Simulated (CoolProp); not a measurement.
Vapour-liquid equilibrium of 1-butene (1) + acetone (2) at 0.221 MPa; x and y are mole fractions of (1).

Values from CoolProp's multi-fluid Helmholtz-energy mixture model, Lemmon 2005 and Lemmon 2006; pair parameters Bell 2016.

```tsv
x	bubble temperature (K)	y at the bubble point	dew temperature at overall composition x (K)	liquid density (mol/L)
0.05	___	0.385	___	12.51
0.15	318.2	0.715	348.6	12.55
0.25	307.4	0.825	___	12.41
0.35	301.6	0.871	340.3	12.19
0.45	298.3	___	335.5	11.93
0.55	296.2	0.910	329.9	11.66
0.65	294.5	0.923	323.3	11.40
0.75	293.0	0.936	315.2	11.16
0.85	291.4	0.954	304.4	10.95
0.95	289.7	0.981	291.8	10.77
```

Q: What belongs in the gaps?

A: 
- 0.05, bubble temperature (K): 338.7
- 0.05, dew temperature at overall composition x (K): 352.3
- 0.25, dew temperature at overall composition x (K): 344.7
- 0.45, y at the bubble point: 0.895

No azeotrope shows between x = 0.05 and 0.95.

The pair parameters rest on a limited set of measurements; away from them the model extrapolates. With so large a gap from Raoult's law the liquid may split in two, which this calculation doesn't test in full.
